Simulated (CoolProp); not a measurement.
Vapour pressure (MPa) of c-C4F8 (RC318): the reference equation beside estimates from Tc = 115.2 °C, pc = 2.778 MPa, ω = 0.355.

The numbers come from the reference Helmholtz-energy equation of state, Platzer 1990 in CoolProp. This equation is an older, rougher fit; its heat capacities, sound speeds and derivatives of the liquid may be far off and weren't checked against measurements.

```csv
T (°C),reference,Lee-Kesler,Redlich-Kwong,Soave-Redlich-Kwong
8.55,0.1782,…,0.3256,0.1783
12.75,0.2072,0.2074,0.3663,0.2074
16.95,0.2396,0.2400,0.4106,0.2400
21.05,0.2749,…,…,0.2756
25.25,0.3150,0.3155,0.5089,0.3160
29.45,0.3594,0.3599,0.5644,0.3609
33.65,…,0.4089,…,0.4104
37.85,0.4622,…,0.6878,0.4649
42.05,0.5212,0.5216,0.7560,0.5248
46.25,0.5857,0.5859,0.8287,0.5902
50.45,0.6560,0.6560,…,0.6616
54.65,0.7323,0.7322,0.9881,…
58.85,0.8152,0.8148,1.075,0.8237
```

Task: Some entries are withheld; supply them.

Result: 
- 8.55, Lee-Kesler: 0.1784
- 21.05, Lee-Kesler: 0.2753
- 21.05, Redlich-Kwong: 0.4573
- 33.65, reference: 0.4084
- 33.65, Redlich-Kwong: 0.6240
- 37.85, Lee-Kesler: 0.4627
- 50.45, Redlich-Kwong: 0.9060
- 54.65, Soave-Redlich-Kwong: 0.7394

Absolute difference from the reference over all 13 rows, mean and median: Lee-Kesler 0.1 and 0.1 %, Redlich-Kwong 54.5 and 52.8 %, Soave-Redlich-Kwong 0.5 and 0.5 %.
